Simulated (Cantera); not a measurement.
A closed system holds: 1 mol B, 19 mol NH₃, 4.6 mol H₂, held at 0.180 Torr.

Cantera equilibrium calculation (NASA polynomials, part measured and part estimated; ideal gas, pure solids and liquids). Candidate condensed phases: B, BN; 15 gas species. The numbers say what is thermodynamically allowed, not how fast it happens.

Q: Which condensed phases are stable at each of these points (T (°C)): 1350, 1400, 1450, 1500, 1550, 1600, 1650, 1700, 1750, 1800, 1850, 1900, 1950?

A: 
```tsv
T (°C)	condensed phases	B condensed (%)
1350	BN(s)	100.0
1400	BN(s)	100.0
1450	BN(s)	100.0
1500	BN(s)	99.9
1550	BN(s)	99.8
1600	BN(s)	99.5
1650	BN(s)	98.6
1700	B(s)	97.1
1750	B(s)	94.6
1800	B(s)	89.5
1850	B(s)	79.0
1900	B(s)	57.9
1950	B(s)	15.7
```

From 1350 °C to 1650 °C the condensed part is BN(s). From 1700 °C to 1950 °C the condensed part is B(s).
